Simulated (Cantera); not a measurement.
An isothermal, constant-pressure homogeneous reactor starts with H2 : O2 : N2 = 1 : 1 : 1.3 (molar parts), equivalence ratio 0.50, at 825 K and 1.00 bar. Integrator tolerance rtol = 1e-08.

Cantera simulation using GRI-Mech 3.0 (53 species, 325 reactions); the numbers are that mechanism's predictions, not measurements. Below about 950 K walls govern HO2 and H2O2 in real vessels. The temperature is held fixed by assumption; the heat of reaction is taken as removed at once.

### Question
What does this change do: N2 1.3 to 9.5 parts?

### Answer
```
quantity                                            before                                     after
----------------  ----------------------------------------  ----------------------------------------
x(H2) at 90.0 s      0.0135 (gas-phase equilibrium <1e-12)     0.0187 (gas-phase equilibrium <1e-12)
x(O2) at 90.0 s        0.184 (gas-phase equilibrium 0.179)     0.0543 (gas-phase equilibrium 0.0455)
x(H2O) at 90.0 s       0.341 (gas-phase equilibrium 0.357)     0.0712 (gas-phase equilibrium 0.0909)
x(N2O) at 90.0 s  3.34e-9 (gas-phase equilibrium 1.71e-10)  3.64e-9 (gas-phase equilibrium 1.60e-10)
x(OH) at 90.0 s    4.21e-9 (gas-phase equilibrium 3.33e-9)   2.41e-9 (gas-phase equilibrium 1.19e-9)
x(NO) at 90.0 s     <1e-12 (gas-phase equilibrium 2.16e-6)    <1e-12 (gas-phase equilibrium 1.49e-6)
x(O) at 90.0 s     7.39e-10 (gas-phase equilibrium <1e-12)    1.20e-9 (gas-phase equilibrium <1e-12)
```
